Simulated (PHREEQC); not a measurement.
0.018 g of hydrous ferric oxide (600 m²/g; 0.2 weak and 0.005 strong sites per Fe, Dzombak-Morel constants, diffuse double layer) in 1 kg of water with 0.1 mol/kgw of an inert sodium salt and 0.0015 mmol/kgw BaCl2, at 25 °C; the pH is set by adding NaOH or the inert anion's acid. Oxygen alone is held at its pressure in air (log pO2 = -0.68). The system is closed to CO2. Nothing may precipitate in this run.

Base run: PHREEQC, ion-association model, wateq4f.dat. Each further column changes one thing. The table gives surface charge σ (C/m²).

| pH | base | background salt from 0.1 to 0.01 mol/kgw | oxide from 0.018 to 0.09 g/kgw |
|---|---|---|---|
| 3 | 0.363 | 0.324 | 0.363 |
| 3.75 | 0.338 | 0.245 | 0.338 |
| 4.88 | 0.229 | … | 0.229 |
| 5.62 | 0.146 | … | 0.147 |
| 6.38 | 0.082 | 0.034 | 0.082 |
| 7.12 | 0.039 | 0.015 | 0.039 |
| 8.25 | -0.004 | -0.001 | -0.005 |
| 9 | -0.032 | … | -0.033 |

Q: What belongs in the gaps?

A: 
- 4.88, background salt from 0.1 to 0.01 mol/kgw: 0.123
- 5.62, background salt from 0.1 to 0.01 mol/kgw: 0.069
- 9, background salt from 0.1 to 0.01 mol/kgw: -0.012

The oxide is taken as insoluble; below pH 4 it would dissolve.
